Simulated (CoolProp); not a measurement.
Saturation properties of octamethyltrisiloxane (MDM).

Model: reference Helmholtz-energy equation of state, Thol 2017, in CoolProp.

```tsv
T (K)	p (MPa)	liquid density (kg/m³)	vapour density (kg/m³)	enthalpy of vaporisation (kJ/kg)	surface tension (mN/m)
354	0.009412	757.6	0.7663	182.5	11.7
360.6	0.01234	750.5	0.9891	179.9	11.2
367.1	0.01591	743.4	1.257	177.3	10.7
373.6	0.02028	736.2	1.581	174.7	10.2
380.1	0.02558	729.0	1.969	172.1	9.67
386.7	0.03205	721.6	2.437	169.4	9.17
393.2	0.03964	714.1	2.981	166.7	8.68
399.7	0.04860	706.6	3.617	163.9	8.20
406.3	0.05926	698.8	4.370	161.1	7.72
412.8	0.07148	691.0	5.228	158.3	7.26
419.3	0.08559	683.0	6.216	155.4	6.81
425.8	0.1018	675.0	7.348	152.5	6.37
432.4	0.1205	666.6	8.660	149.4	5.93
438.9	0.1415	658.1	10.13	146.4	5.50
```

It boils at 425.6 K under 1 atm.

Surface tension comes from a separate correlation (Mulero 2014), older than this fluid's equation and unchecked against measurements.
